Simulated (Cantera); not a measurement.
A freely propagating, adiabatic, planar premixed flame of H₂ : O₂ : N₂ : H₂O = 1 : 0.625 : 2.35 : 0.75 (molar parts), unburnt at 475 K and 101000 Pa; mixture-averaged transport, grid criteria slope 0.08 and curve 0.16, no radiation.

Detailed kinetics in Cantera: the H2/O2 subset of GRI-Mech 3.0, which has no nitrogen chemistry. Burning velocities carry a grid error of a few per cent, more on coarse grids.

Q: What does this change do: H2 1 to 1.3 parts?

A: 
```
quantity                    before     after
------------------------  --------  --------
laminar burning velocity  206 cm/s  339 cm/s
thermal thickness         0.374 mm  0.373 mm
peak x(H)                   0.0124    0.0283
peak x(O)                  0.00440   0.00542
peak x(HO₂)               0.000499  0.000545
```

Q: What does this change do: inlet temperature 475 to 550 K?

A: 
| quantity | before | after |
|---|---|---|
| laminar burning velocity | 206 cm/s | 307 cm/s |
| thermal thickness | 0.374 mm | 0.386 mm |
| peak x(H) | 0.0124 | 0.0160 |
| peak x(O) | 0.00440 | 0.00536 |
| peak x(HO₂) | 0.000499 | 0.000482 |
